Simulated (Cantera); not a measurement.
**Thermodynamics of carbothermic reduction, feed Cu₂O + CH₄ + H₂**

A closed system holds: 1 mol Cu₂O, 4.2 mol CH₄, 4 mol H₂, at 0.0160 bar.

Equilibrium computed with Cantera from the NASA thermochemical tables; the gas is ideal and each condensed phase is pure. Candidate condensed phases: C, C₆H₆, C₇H₈, C₈H₁₈, Cu, CuO, Cu(OH)₂, Cu₂O, H₂O; 113 gas species. The numbers say what is thermodynamically allowed, not how fast it happens.

From 1550 °C to 1625 °C the condensed part is C(graphite) + Cu(l). From 1700 °C to 2150 °C the condensed part is C(graphite). The main Cu-bearing gas is Cu throughout.

| T (°C) | log p H₂ | log p Cu | log p H | log p CO | log p C₂H₂ (acetylene) | log p Cu₂ | n C(graphite) | n Cu(l) |
|---|---|---|---|---|---|---|---|---|
| 1550 | -1.85 | -3.15 | -4.29 | -2.94 | -5.53 | -5.83 | 3.19 | 1.38 |
| 1625 | -1.88 | -2.80 | -4.05 | -2.97 | -5.30 | -5.34 | 3.19 | 0.516 |
| 1700 | -1.89 | -2.69 | -3.82 | -2.99 | -5.09 | -5.32 | 3.18 | 0 |
| 1775 | -1.90 | -2.69 | -3.60 | -2.99 | -4.88 | -5.51 | 3.17 | 0 |
| 1850 | -1.90 | -2.69 | -3.40 | -2.99 | -4.68 | -5.69 | 3.16 | 0 |
| 1925 | -1.91 | -2.69 | -3.21 | -2.99 | -4.51 | -5.86 | 3.14 | 0 |
| 2000 | -1.92 | -2.70 | -3.04 | -3.00 | -4.34 | -6.02 | 3.11 | 0 |
| 2075 | -1.93 | -2.70 | -2.88 | -3.00 | -4.20 | -6.18 | 3.07 | 0 |
| 2150 | -1.95 | -2.71 | -2.73 | -3.01 | -4.07 | -6.33 | 3.02 | 0 |
log p: log10 of the partial pressure in bar; n: condensed amount in mol.
